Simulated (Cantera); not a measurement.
An adiabatic, constant-pressure homogeneous reactor starts with 12.2 % H2, 18.5 % O2, 69.3 % N2, at 1700 K and 190000 Pa.

Model: the H2/O2 subset of GRI-Mech 3.0, which has no nitrogen chemistry, integrated in Cantera.

x: mole fraction; the columns are a selection and need not sum to one.

| t (s) | T (K) | x H2 | x O2 | x HO2 | x H2O | x O | x H2O2 | x OH |
|---|---|---|---|---|---|---|---|---|
| 4.00e-6 | 1714 | 0.0867 | 0.166 | 5.94e-5 | 0.0239 | 0.00682 | 8.78e-7 | 0.00655 |
| 1.07e-5 | 2015 | 0.00991 | 0.118 | 3.50e-5 | 0.0952 | 0.0283 | 7.15e-7 | 0.0194 |
| 2.88e-5 | 2267 | (withheld) | 0.122 | (withheld) | (withheld) | (withheld) | (withheld) | 0.0190 |
| 7.72e-5 | 2421 | 0.00224 | 0.126 | 1.05e-5 | 0.119 | 0.00575 | 2.97e-7 | 0.0139 |
| 0.000207 | 2464 | 0.00127 | 0.128 | 1.16e-5 | 0.122 | 0.00323 | 3.88e-7 | 0.0109 |
| 0.000556 | 2465 | 0.00125 | 0.128 | 1.16e-5 | 0.122 | 0.00317 | 3.93e-7 | 0.0108 |
| 0.00149 | 2465 | 0.00125 | 0.128 | 1.16e-5 | 0.122 | 0.00317 | 3.93e-7 | 0.0108 |
| 0.00400 | 2465 | 0.00125 | 0.128 | 1.16e-5 | 0.122 | 0.00317 | 3.93e-7 | 0.0108 |
| 0.0107 | 2465 | 0.00125 | 0.128 | 1.16e-5 | 0.122 | 0.00317 | 3.93e-7 | 0.0108 |
| 0.0288 | 2465 | 0.00125 | 0.128 | 1.16e-5 | 0.122 | 0.00317 | 3.93e-7 | 0.0108 |
| 0.0772 | 2465 | 0.00125 | 0.128 | 1.16e-5 | 0.122 | 0.00317 | 3.93e-7 | 0.0108 |
| 0.207 | 2465 | 0.00125 | 0.128 | 1.16e-5 | 0.122 | 0.00317 | 3.93e-7 | 0.0108 |
| 0.556 | 2465 | 0.00125 | 0.128 | 1.16e-5 | 0.122 | 0.00317 | 3.93e-7 | 0.0108 |
| 1.49 | 2465 | 0.00125 | 0.128 | 1.16e-5 | 0.122 | 0.00317 | 3.93e-7 | 0.0108 |
| 4.00 | 2465 | 0.00125 | 0.128 | 1.16e-5 | 0.122 | 0.00317 | 3.93e-7 | 0.0108 |

Q: Some entries are withheld; supply them.

A: 
- 2.88e-5, x H2: 0.00563
- 2.88e-5, x HO2: 1.57e-5
- 2.88e-5, x H2O: 0.109
- 2.88e-5, x O: 0.0150
- 2.88e-5, x H2O2: 3.49e-7
